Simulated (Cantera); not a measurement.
Low-pressure radical oxidation in H2/O2

An isothermal, constant-pressure homogeneous reactor starts with H₂ : O₂ : N₂ = 0.1 : 1 : 3.7 (molar parts), equivalence ratio 0.050, at 1200 K and 2670 Pa.

Cantera simulation using the H2/O2 subset of GRI-Mech 3.0, which has no nitrogen chemistry; the numbers are that mechanism's predictions, not measurements. Radical loss at walls, strong at low pressure, is not modelled.

```json
[
 {"t (s)": "0.000100", "x H₂": "0.0208", "x O₂": "0.208", "x OH": "2.44e-10", "x HO₂": "7.99e-10", "x H₂O": "1.15e-10"},
 {"t (s)": "0.000251", "x H₂": "0.0208", "x O₂": "0.208", "x OH": "1.14e-9", "x HO₂": "2.01e-9", "x H₂O": "1.35e-9"},
 {"t (s)": "0.000631", "x H₂": "0.0208", "x O₂": "0.208", "x OH": "9.30e-9", "x HO₂": "5.15e-9", "x H₂O": "2.12e-8"},
 {"t (s)": "0.00158", "x H₂": "0.0208", "x O₂": "0.208", "x OH": "7.47e-7", "x HO₂": "2.39e-8", "x H₂O": "2.09e-6"},
 {"t (s)": "0.00398", "x H₂": "0.00567", "x O₂": "0.198", "x OH": "0.00211", "x HO₂": "1.80e-6", "x H₂O": "0.0116"},
 {"t (s)": "0.0100", "x H₂": "0.000503", "x O₂": "0.194", "x OH": "0.00121", "x HO₂": "1.59e-6", "x H₂O": "0.0178"},
 {"t (s)": "0.0251", "x H₂": "0.000355", "x O₂": "0.196", "x OH": "0.00102", "x HO₂": "1.49e-6", "x H₂O": "0.0190"},
 {"t (s)": "0.0631", "x H₂": "0.000164", "x O₂": "0.198", "x OH": "0.000688", "x HO₂": "1.21e-6", "x H₂O": "0.0202"},
 {"t (s)": "0.158", "x H₂": "4.28e-5", "x O₂": "0.199", "x OH": "0.000351", "x HO₂": "7.06e-7", "x H₂O": "0.0208"},
 {"t (s)": "0.398", "x H₂": "7.94e-6", "x O₂": "0.200", "x OH": "0.000152", "x HO₂": "2.64e-7", "x H₂O": "0.0210"},
 {"t (s)": "1.00", "x H₂": "1.49e-6", "x O₂": "0.200", "x OH": "6.64e-5", "x HO₂": "7.40e-8", "x H₂O": "0.0210"}
]
```
x: mole fraction; the columns are a selection and need not sum to one.

Equilibrium at this temperature and pressure: H₂ 3.69e-9, O₂ 0.200, OH 3.37e-6, HO₂ 2.40e-9, H₂O 0.0211 (gas phase only).
